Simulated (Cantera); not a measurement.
A perfectly stirred reactor is fed with N₂O : H₂O = 1 : 0.0072 (molar parts), at 101000 Pa; it is held at 1275 K, and followed from long to short residence time.

Model: GRI-Mech 3.0 (53 species, 325 reactions), integrated in Cantera. GRI-Mech 3.0 was tuned for natural gas; its chemistry of N2O as a main component is partial and can be far from experiment. The mechanism lacks the step 2 NO + O2 → 2 NO2, which can matter for NO2 below about 1400 K. The temperature is held fixed by assumption; the heat of reaction is taken as removed at once.

```csv
quantity,before,after
x(N₂O) at τ = 0.890 s,0.282,0.0121
x(H₂O) at τ = 0.890 s,0.00544,0.00477
x(NO) at τ = 0.890 s,0.0457,0.0590
x(H) at τ = 0.890 s,2.46e-9,5.45e-8
x(NO₂) at τ = 0.890 s,0.000591,0.000360
x(N₂O) at τ = 71.0 ms,0.801,0.108
x(H₂O) at τ = 71.0 ms,0.00668,0.00498
x(NO) at τ = 71.0 ms,0.0152,0.104
x(H) at τ = 71.0 ms,3.64e-9,1.68e-7
x(NO₂) at τ = 71.0 ms,0.000447,0.000689
```

Task: What was changed between the two runs?
A. N2O 1 to 6.5 parts
B. pressure from 101000 Pa to 11000 Pa
C. pressure from 101000 Pa to 40000 Pa
D. temperature 1275 to 1548 K

Result: D, temperature 1275 to 1548 K
